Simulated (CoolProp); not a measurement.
n-perfluorohexane along the isobar 64.6 bar: Z from the reference equation and from simpler models built on Tc = 448.0 K, pc = 17.42 bar, ω = 0.497; each cubic takes its own stable root.

Values from CoolProp's reference Helmholtz-energy equation of state, Gao 2022.

```tsv
T (K)	phase	reference
327.8	liquid	0.4937
343	liquid	0.4846
358.3	liquid	0.4773
373.6	liquid	0.4720
388.9	liquid	0.4687
404.2	liquid	0.4675
419.4	liquid	0.4688
434.7	liquid	0.4728
450	supercritical	0.4799
```

Q: How far does each simpler model (Redlich-Kwong, Peng-Robinson) lie from the reference over these 9 states: mean and median of the absolute difference, and the worst?

A: 
- Redlich-Kwong: mean 18.2 %, median 18.6 %, worst +19.0 % at 327.8 K and 64.6 bar
- Peng-Robinson: mean 1.9 %, median 1.3 %, worst +4.7 % at 450 K and 64.6 bar
